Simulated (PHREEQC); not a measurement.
**Nickel, zinc or cadmium bath**

Consider water at 25 °C with 0.21 mol ZnSO4, 0.14 mol NaCl and 0.02 mol H2SO4 per kg of water. Closed to the air; pH follows from the charge balance.

Model: ion-association model, phreeqc.dat, run in PHREEQC.

This is a speciation only: nothing precipitates in the calculation.

Q: What pH, density does the model give?

A: pH 1.90; density 1.037 g/cm³.

Q: In which forms is Na present?

A: Na+ 93 %, NaSO4- 7.0 % of the Na.
